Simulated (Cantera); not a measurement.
Input (Python, Cantera) and output of one run.

```python
import numpy as np
import cantera as ct

gas_names = """
    C CO CO2 C2 C2O C3 C3O2 C4 C5 O O2 O3 Ta TaO TaO2
""".split()
cond_names = """
    C(gr) Ta(cr) Ta(L) TaC(s) TaC(L) Ta2O5(s) Ta2O5(L)
""".split()


# ... load() reads the species with a 1 bar reference pressure and builds the phases ...
atoms = {
    'Ta2O5': {'Ta': 2, 'O': 5},
    'C': {'C': 1},
    'CO': {'C': 1, 'O': 1},
}
top_T = {'C(gr)': 4500}  # K; cautious upper limits of use, not melting points


# ... equilibrate(T, P, feed) seeds the gas with the atoms and calls Mixture.equilibrate('TP', solver="vcs", rtol=1e-11, max_steps=5000) ...
results = []
feed = {'Ta2O5': 1, 'C': 1.5, 'CO': 0.016}  # mol
P = 390000  # Pa
for T in [1248, 1348, 1448, 1548, 1648, 1748, 1848, 1948, 2048, 2148, 2248]:
    mix = equilibrate(T, P, feed)
    results.append((T, P, feed, dict(zip(mix.species_names, mix.species_moles))))
    x = sorted(zip(gas.X, gas.species_names), reverse=True)
    print(f"T = {T:g} K  P = {P:g} Pa  gas = {mix.phase_moles(0):.4g} mol")
    print("   x: " + "  ".join(f"{s} {v:.3e}" for v, s in x if v > 0.001))
    print("   condensed (mol): " + ("  ".join(f"{mix.phase(i).name} {mix.phase_moles(i):.4g}"
          for i in range(1, mix.n_phases) if mix.phase_moles(i) > 1e-12) or "none"))
```

It prints:

```
T = 1248 K  P = 390000 Pa  gas = 0.01545 mol
   x: CO 9.642e-01  CO2 3.581e-02
   condensed (mol): C(gr) 1.501  Ta2O5(s) 1
T = 1348 K  P = 390000 Pa  gas = 0.01582 mol
   x: CO 9.886e-01  CO2 1.136e-02
   condensed (mol): C(gr) 1.5  Ta2O5(s) 1
T = 1448 K  P = 390000 Pa  gas = 0.01593 mol
   x: CO 9.959e-01  CO2 4.135e-03
   condensed (mol): C(gr) 1.5  Ta2O5(s) 1
T = 1548 K  P = 390000 Pa  gas = 1.086 mol
   x: CO 9.970e-01  CO2 3.041e-03
   condensed (mol): TaC(s) 0.4295  Ta2O5(s) 0.7852
T = 1648 K  P = 390000 Pa  gas = 1.086 mol
   x: CO 9.970e-01  CO2 3.020e-03
   condensed (mol): TaC(s) 0.4295  Ta2O5(s) 0.7852
T = 1748 K  P = 390000 Pa  gas = 1.086 mol
   x: CO 9.970e-01  CO2 3.003e-03
   condensed (mol): TaC(s) 0.4295  Ta2O5(s) 0.7852
T = 1848 K  P = 390000 Pa  gas = 1.087 mol
   x: CO 9.970e-01  CO2 2.991e-03
   condensed (mol): TaC(s) 0.4295  Ta2O5(s) 0.7853
T = 1948 K  P = 390000 Pa  gas = 1.087 mol
   x: CO 9.970e-01  CO2 2.982e-03
   condensed (mol): TaC(s) 0.4295  Ta2O5(s) 0.7853
T = 2048 K  P = 390000 Pa  gas = 1.087 mol
   x: CO 9.970e-01  CO2 2.976e-03
   condensed (mol): TaC(s) 0.4295  Ta2O5(s) 0.7853
T = 2148 K  P = 390000 Pa  gas = 1.087 mol
   x: CO 9.972e-01  CO2 2.849e-03
   condensed (mol): TaC(s) 0.4295  Ta2O5(L) 0.7853
T = 2248 K  P = 390000 Pa  gas = 1.087 mol
   x: CO 9.973e-01  CO2 2.723e-03
   condensed (mol): TaC(s) 0.4294  Ta2O5(L) 0.7853
```

Cantera equilibrium calculation (NASA polynomials, part measured and part estimated; ideal gas, pure solids and liquids). Mutual solubility and eutectic melting of coexisting phases are not modelled. TaC: taken at fixed stoichiometry. Condensed phases not in the tables: Ta2C.
